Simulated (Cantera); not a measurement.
Cantera run, input and output.

```python
import numpy as np
import cantera as ct

gas = ct.Solution("gri30.yaml")
gas.TPX = 1073, 13000, {'H2': 0.96, 'O2': 1, 'N2': 12}
reactor = ct.IdealGasConstPressureReactor(gas, energy="off", clone=False)
net = ct.ReactorNet([reactor])
net.rtol, net.atol = 1e-08, 1e-18
show = ['H2', 'O2', 'NO', 'H', 'H2O', 'O', 'N2O']
times = np.geomspace(0.0008, 100, 15)

steps = ct.SolutionArray(gas, extra=["t"])
rows = []
print(f"{'t/s':>10s}{'T/K':>9s}{'P/Pa':>11s}" + "".join(f"{s:>11s}" for s in show))
for t in times:
    while net.time < t:
        t_next = net.step()
        steps.append(gas.state, t=t_next)
    rows.append([np.interp(t, steps.t, y) for y in (steps.T, steps.P, *steps(*show).X.T)])
    print(f"{t:10.3e}{rows[-1][0]:9.1f}{rows[-1][1]:11.4g}" + "".join(f"{x:11.3e}" for x in rows[-1][2:]))
rate = np.gradient(steps.T, steps.t)
print("integrator steps:", len(steps.t))
if steps.T.max() > steps.T[0] + 200:
    print(f"time of steepest temperature rise: {steps.t[rate.argmax()]:.4e} s")
gas.TPX = 1073, 13000, {'H2': 0.96, 'O2': 1, 'N2': 12}
gas.equilibrate("TP")
print(f"equilibrium (TP): T = {gas.T:.1f} K  " + "  ".join(f"{s} {gas[s].X[0]:.3e}" for s in show))
```

Result:

```
       t/s      T/K       P/Pa         H2         O2         NO          H        H2O          O        N2O
 8.000e-04   1073.0    1.3e+04  6.877e-02  7.163e-02  1.845e-16  1.452e-06  1.839e-06  2.966e-07  9.709e-14
 1.850e-03   1073.0    1.3e+04  2.285e-02  5.188e-02  2.096e-07  2.236e-02  3.427e-02  4.336e-03  2.923e-09
 4.278e-03   1073.0    1.3e+04  2.513e-03  3.971e-02  2.372e-06  4.837e-03  6.547e-02  1.801e-03  1.480e-08
 9.892e-03   1073.0    1.3e+04  4.295e-04  3.863e-02  2.525e-06  2.418e-04  7.049e-02  2.599e-04  2.216e-08
 2.287e-02   1073.0    1.3e+04  6.239e-05  3.857e-02  2.522e-06  1.013e-05  7.110e-02  3.238e-05  2.605e-08
 5.290e-02   1073.0    1.3e+04  9.996e-06  3.857e-02  2.508e-06  6.961e-07  7.119e-02  5.404e-06  2.756e-08
 1.223e-01   1073.0    1.3e+04  1.839e-06  3.857e-02  2.500e-06  7.224e-08  7.121e-02  1.212e-06  2.826e-08
 2.828e-01   1073.0    1.3e+04  4.219e-07  3.857e-02  2.501e-06  1.064e-08  7.121e-02  3.450e-07  2.866e-08
 6.540e-01   1073.0    1.3e+04  1.231e-07  3.857e-02  2.507e-06  2.035e-09  7.121e-02  1.161e-07  2.892e-08
 1.512e+00   1073.0    1.3e+04  4.249e-08  3.857e-02  2.514e-06  4.595e-10  7.121e-02  4.337e-08  2.907e-08
 3.497e+00   1073.0    1.3e+04  1.614e-08  3.857e-02  2.519e-06  1.145e-10  7.122e-02  1.724e-08  2.906e-08
 8.087e+00   1073.0    1.3e+04  6.517e-09  3.857e-02  2.522e-06  3.049e-11  7.122e-02  7.138e-09  2.876e-08
 1.870e+01   1073.0    1.3e+04  2.777e-09  3.857e-02  2.523e-06  8.668e-12  7.122e-02  3.075e-09  2.784e-08
 4.324e+01   1073.0    1.3e+04  1.313e-09  3.857e-02  2.522e-06  2.839e-12  7.122e-02  1.438e-09  2.562e-08
 1.000e+02   1073.0    1.3e+04  8.037e-10  3.857e-02  2.519e-06  1.342e-12  7.122e-02  8.435e-10  2.101e-08
integrator steps: 2135
equilibrium (TP): T = 1073.0 K  H2 6.737e-10  O2 3.856e-02  NO 3.027e-05  H 1.015e-12  H2O 7.122e-02  O 6.821e-10  N2O 8.910e-10
```

Model: GRI-Mech 3.0 (53 species, 325 reactions), integrated in Cantera. The temperature is held fixed by assumption; the heat of reaction is taken as removed at once.
